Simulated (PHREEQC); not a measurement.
**Polishing slurry liquid (model solution)**

Consider water at 25 °C with 0.0038 mol/kgw K2CO3 and 5e-06 mol/kgw H4SiO4. Closed to the air; pH follows from the charge balance.

All values are PHREEQC results (ion-association model, wateq4f.dat), not measurements.

| Item | Result |
|---|---|
| pH | 10.82 |
| ionic strength | 0.0107 mol/kgw |
| total alkalinity | 7.60 meq/kg |

```
species   molality  activity   log γ
--------  --------  --------  ------
K+         0.00760   0.00682  -0.047
CO3-2      0.00307   0.00203  -0.178
HCO3-     0.000735  0.000663  -0.045
OH-       0.000730  0.000655  -0.047
H3SiO4-    4.55e-6   4.09e-6  -0.046
H4SiO4     4.23e-7   4.24e-7   0.001
H2SiO4-2   2.74e-8   1.82e-8  -0.178
CO2        2.27e-8   2.28e-8   0.001
```

This is a speciation only: nothing precipitates in the calculation. Complexes and solids missing from the database can't appear.
